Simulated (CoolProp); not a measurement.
The numbers come from the reference Helmholtz-energy equation of state, Akasaka 2019 in CoolProp.

For R1234ze(Z), give the phase and the cp (kJ/(kg K)), cv (kJ/(kg K)), Joule-Thomson coefficient (K/MPa) at 26.05 °C and 1.02 bar; 46.05 °C and 1.02 bar; 105.85 °C and 1.02 bar.


- 26.05 °C and 1.02 bar: gas; cp 0.861, cv 0.770, Joule-Thomson coefficient 39.7
- 46.05 °C and 1.02 bar: gas; cp 0.890, cv 0.803, Joule-Thomson coefficient 30.8
- 105.85 °C and 1.02 bar: gas; cp 0.983, cv 0.903, Joule-Thomson coefficient 16.5
